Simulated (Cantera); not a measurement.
## Ignition delay

Mixture: CO : H2 : CH4 : O2 : N2 = 1 : 0.051 : 1.4 : 1.5 : 9.62 (molar parts), at 9750 Torr, adiabatic and at constant pressure. Ignition delay is the time to a rise of 400 K.

Detailed kinetics in Cantera: GRI-Mech 3.0 (53 species, 325 reactions). The pressure lies above the range GRI-Mech 3.0 was tuned for (to about 10 atm). Below about 1000 K GRI-Mech 3.0 lacks low-temperature oxidation paths. Below about 950 K walls govern HO2 and H2O2 in real vessels.

```json
[
 {"T0 (K)": "850", "delay (ms)": "1680"},
 {"T0 (K)": "900", "delay (ms)": "687"},
 {"T0 (K)": "950", "delay (ms)": "322"},
 {"T0 (K)": "1000", "delay (ms)": "160"},
 {"T0 (K)": "1050", "delay (ms)": "81.0"},
 {"T0 (K)": "1100", "delay (ms)": "41.7"},
 {"T0 (K)": "1150", "delay (ms)": "21.8"},
 {"T0 (K)": "1200", "delay (ms)": "11.6"}
]
```

The apparent activation energy between 1100 and 1200 K is 140 kJ/mol.
